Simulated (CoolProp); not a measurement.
Properties of propylene along the isotherm 370 K.

Values from CoolProp's reference Helmholtz-energy equation of state, Lemmon 2013.

```
p (MPa)  phase  cv (kJ/(kg K))  isothermal compressibility (1/MPa)  expansivity (1/kK)  Prandtl number  fugacity coefficient
-------  -----  --------------  ----------------------------------  ------------------  --------------  --------------------
0.0072     gas           1.602                               139.0               2.707           0.764                0.9995
0.0112     gas           1.602                               89.36               2.709           0.764                0.9992
0.0175     gas           1.602                               57.21               2.713           0.764                0.9987
0.0272     gas           1.603                               36.84               2.719           0.764                0.9980
0.0423     gas           1.603                               23.71               2.729           0.764                0.9970
0.0659     gas           1.604                               15.25               2.743           0.765                0.9953
0.103      gas           1.605                               9.782               2.766           0.765                0.9926
0.16       gas           1.606                               6.324               2.803           0.766                0.9885
0.249      gas           1.609                               4.091               2.861           0.767                0.9822
0.387      gas           1.613                               2.661               2.956           0.770                0.9724
0.603      gas           1.619                               1.738               3.116           0.775                0.9571
0.939      gas           1.630                               1.150               3.397           0.784                0.9334
1.46       gas           1.649                              0.7795               3.932           0.806                0.8971
2.28       gas           1.685                              0.5553               5.166           0.863                0.8406
```

Viscosity comes from a separate model (Huber 2003), an estimate that may be off by 10 % or more. Thermal conductivity comes from a separate model (Huber 2003), an estimate that may be off by 10 % or more.
